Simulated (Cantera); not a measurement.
Input (Python, Cantera) and output of one run.

```python
import numpy as np
import cantera as ct

gas_names = """
    H HNO HNO2 HNO3 HO2 H2 H2O H2O2 N NH NH2 NH3 NH2OH NO NO2 NO3 N2 N2H2 N2H4 N2O O OH O2 O3 V VN VO
    VO2
""".split()
cond_names = """
    H2O(s) H2O(L) V(cr) V(L) VN(s) VO(s) VO(L) V2O3(s) V2O3(L) V2O4(I) V2O4(II) V2O4(L) V2O5(s) V2O5(L)
""".split()


# ... load() reads the species with a 1 bar reference pressure and builds the phases ...
atoms = {
    'V': {'V': 1},
    'N2O': {'N': 2, 'O': 1},
    'H2': {'H': 2},
}
top_T = {'VN(s)': 2300}  # K; cautious upper limits of use, not melting points


# ... equilibrate(T, P, feed) seeds the gas with the atoms and calls Mixture.equilibrate('TP', solver="vcs", rtol=1e-11, max_steps=5000) ...
results = []
feed = {'V': 1, 'N2O': 0.11, 'H2': 50}  # mol
T = 2750  # K
P = 19000  # Pa
mix = equilibrate(T, P, feed)
results.append((T, P, feed, dict(zip(mix.species_names, mix.species_moles))))
x = sorted(zip(gas.X, gas.species_names), reverse=True)
print(f"T = {T:g} K  P = {P:g} Pa  gas = {mix.phase_moles(0):.4g} mol")
print("   x: " + "  ".join(f"{s} {v:.3e}" for v, s in x if v > 1e-06))
print("   condensed (mol): " + ("  ".join(f"{mix.phase(i).name} {mix.phase_moles(i):.4g}"
      for i in range(1, mix.n_phases) if mix.phase_moles(i) > 1e-12) or "none"))
```

Result:

```
T = 2750 K  P = 19000 Pa  gas = 55.06 mol
   x: H2 8.360e-01  H 1.435e-01  V 1.657e-02  N2 1.997e-03  VO 1.563e-03  H2O 3.613e-04  VO2 2.755e-05  OH 1.665e-05  O 1.809e-06
   condensed (mol): none
```

Method: chemical equilibrium by Gibbs-energy minimisation in Cantera with the NASA 1993 tables (ideal gas, pure condensed phases).
